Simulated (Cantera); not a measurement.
Charge: 1 mol S, 0.85 mol H₂O, 0.097 mol O₂, 0.66 mol H₂.

Cantera equilibrium calculation (NASA polynomials, part measured and part estimated; ideal gas, pure solids and liquids). Candidate condensed phases: H₂O, H₂SO₄, S; 19 gas species. The ideal-gas law is rough above about 30 bar. Rates play no part.

Stable condensed phases, one row left out:

```
T in K \ P in Pa
               10       65      420     2700    17000   110000   720000  4700000 30000000
   2500         A        A        A        A        A        A        A        A        A
   2300         A        A        A        A        A        A        A        A        A
   2100         A        A        A        A        A        A        A        A        A
   1900         A        A        A        A        A        A        A        A        A
   1700         A        A        A        A        A        A        A        A        A
   1500         A        A        A        A        A        A        A        A        A
   1300         A        A        A        A        A        A        A        A        A
    900         A        A        A        A        A        A        A        B        B
```

A: gas only; B: S.

Give the row for 1100 K.

10: gas only; 65: gas only; 420: gas only; 2700: gas only; 17000: gas only; 110000: gas only; 720000: gas only; 4700000: gas only; 30000000: S.
